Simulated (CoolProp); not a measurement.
Saturation properties of R1234yf.

Model: reference Helmholtz-energy equation of state, Lemmon 2022, in CoolProp.

```
T (K)     p (MPa)  liquid viscosity (µPa s)  vapour viscosity (µPa s)
-----  ----------  ------------------------  ------------------------
173     0.0009452                      1040                      7.09
176.7    0.001351                       942                      7.24
180.5    0.001914                       859                (withheld)
184.3  (withheld)                       787                      7.56
188      0.003625                       726                      7.71
191.8    0.004899                       671                      7.87
195.5  (withheld)                       624                      8.03
199.3    0.008529                       580                      8.19
203.1     0.01109                (withheld)                      8.35
206.8     0.01416                       507                      8.50
210.6     0.01801                       476                      8.67
214.3     0.02255                       448                (withheld)
218.1     0.02813                       421                      8.98
```

Q: Fill in the missing entries.

A: 
- 180.5, vapour viscosity (µPa s): 7.40
- 184.3, p (MPa): 0.002666
- 195.5, p (MPa): 0.006481
- 203.1, liquid viscosity (µPa s): 541
- 214.3, vapour viscosity (µPa s): 8.82

It boils at 243.7 K under 1 atm.

Viscosity comes from a separate model (Bell 2016), an estimate that may be off by 10 % or more.
